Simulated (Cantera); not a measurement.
Input: 1 mol B, 0.32 mol H2O, 0.54 mol N2, at 1475 K and 0.0710 bar.

Equilibrium computed with Cantera from the NASA thermochemical tables; the gas is ideal and each condensed phase is pure. Candidate condensed phases: B, BN, B2O3, B3O3H3, H2O; 39 gas species. N2 is the only nitrogen source here; it is nearly inert below about 1500 K, so the nitride shown seldom forms there in practice. Mutual solubility and eutectic melting of coexisting phases are not modelled. Gases not in the tables: H3BO3. Rates play no part.

Base state: H2 0.682, N2 0.313, HBO2 0.00282, H2O 0.00151, HBO 0.000594, B2O3 0.000182, H 4.02e-5 (mole fractions); condensed: BN(s) + B2O3(l).

Task: What changes in the equilibrium state with this change: B replaced by B2H6?

Result: 
| species | before | after |
|---|---|---|
| H2 | 0.682 | 0.987 |
| HBO | 0.000594 | 0.0101 |
| B3O3H3 | 3.66e-7 | 0.00181 |
| N2 | 0.313 | 3.89e-8 |
| B2O2 | 4.14e-6 | 0.000829 |
| H2O | 0.00151 | 1.09e-5 |
| BN(s), mol | 0.787 | 1.08 |
| B2O3(l), mol | 0.105 | 0.0864 |
| B(s), mol | 0 | 0.688 |
The feed counts by its element totals alone.
